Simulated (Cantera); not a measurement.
Feed: 1 mol CHF₃, 0.013 mol F₂, equilibrated at 0.100 bar.

Method: chemical equilibrium by Gibbs-energy minimisation in Cantera with the NASA 1993 tables (ideal gas, pure condensed phases). Candidate condensed phases: C, C₆H₆, C₇H₈, C₈H₁₈; 95 gas species. Gases not in the tables: C₂F₆ and larger saturated fluorocarbons. The numbers say what is thermodynamically allowed, not how fast it happens.

Task: At 1527 °C, list the 5 most abundant gas species with their mole fractions, and the condensed phases.

Result: HF 0.662, CF₄ 0.333, CF₂ 0.00321, F 0.000581, CF₃ 0.000503. Condensed: C(graphite).
